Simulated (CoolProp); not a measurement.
Vapour pressure (MPa) of acetone: the reference equation beside estimates from Tc = 235.0 °C, pc = 4.692 MPa, ω = 0.307.

The numbers come from the reference Helmholtz-energy equation of state, Lemmon 2006 in CoolProp. It is a short technical equation, of lower accuracy than the large ones.

```csv
T (°C),reference,van der Waals,Redlich-Kwong
103.15,0.4034,1.247,0.6489
120.85,0.6167,1.555,0.9206
138.55,0.9065,1.908,1.263
156.35,1.292,2.310,1.686
174.05,1.786,2.758,2.193
191.75,2.413,3.257,2.794
209.45,3.199,3.807,3.495
227.15,4.181,4.410,4.301
```

Absolute difference from the reference over all 8 rows, mean and median: van der Waals 83.1 and 66.6 %, Redlich-Kwong 28.8 and 26.6 %.
